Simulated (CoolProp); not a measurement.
Vapour pressure (MPa) of R1234yf: the reference equation beside estimates from Tc = 94.7 °C, pc = 3.384 MPa, ω = 0.276. Clausius-Clapeyron is anchored at -28.05 °C with a constant enthalpy of vaporisation of 20.53 kJ/mol.

Model: reference Helmholtz-energy equation of state, Lemmon 2022, in CoolProp.

```json
[
 {"T (°C)": "-79.75", "reference": "0.005538", "Clausius-Clapeyron": "0.007288", "Redlich-Kwong": "0.01494", "Soave-Redlich-Kwong": "0.005371"},
 {"T (°C)": "-62.55", "reference": "0.01801", "Clausius-Clapeyron": "0.02068", "Redlich-Kwong": "0.04161", "Soave-Redlich-Kwong": "0.01761"},
 {"T (°C)": "-45.25", "reference": "0.04782", "Clausius-Clapeyron": "0.05037", "Redlich-Kwong": "0.09628", "Soave-Redlich-Kwong": "0.04718"},
 {"T (°C)": "-28.05", "reference": "0.1078", "Clausius-Clapeyron": "0.1078", "Redlich-Kwong": "0.1924", "Soave-Redlich-Kwong": "0.1072"},
 {"T (°C)": "-10.85", "reference": "0.2149", "Clausius-Clapeyron": "0.2086", "Redlich-Kwong": "0.3452", "Soave-Redlich-Kwong": "0.2154"},
 {"T (°C)": "6.45", "reference": "0.3909", "Clausius-Clapeyron": "0.3736", "Redlich-Kwong": "0.5717", "Soave-Redlich-Kwong": "0.3943"},
 {"T (°C)": "23.65", "reference": "0.6572", "Clausius-Clapeyron": "0.6233", "Redlich-Kwong": "0.8841", "Soave-Redlich-Kwong": "0.6660"},
 {"T (°C)": "40.85", "reference": "1.041", "Clausius-Clapeyron": "0.9832", "Redlich-Kwong": "1.297", "Soave-Redlich-Kwong": "1.058"},
 {"T (°C)": "58.15", "reference": "1.575", "Clausius-Clapeyron": "1.483", "Redlich-Kwong": "1.828", "Soave-Redlich-Kwong": "1.602"}
]
```

Absolute difference from the reference over all 9 rows, mean and median: Clausius-Clapeyron 8.4 and 5.3 %, Redlich-Kwong 73.6 and 60.6 %, Soave-Redlich-Kwong 1.4 and 1.3 %.
